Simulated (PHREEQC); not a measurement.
Make-up at 86 °C: 4.7 mmol/kgw SrCl2, 0.02 mmol/kgw CO2 and 0.00027 mmol/kgw H4SiO4. Closed to the air; pH follows from the charge balance.

Equilibrium calculation in PHREEQC: Pitzer model, pitzer.dat.

Task: The ionic strength comes out as 0.0141 mol/kgw. What activity coefficients do Sr+2, Cl-, HCO3-, H+ get?

Result: Sr+2 0.59, Cl- 0.87, HCO3- 0.86, H+ 0.87. Single-ion values are on the MacInnes scale.

Precipitation was switched off in this run. Away from 25 °C the constants follow the database's enthalpies or fits; those with neither stay at their 25 °C values.
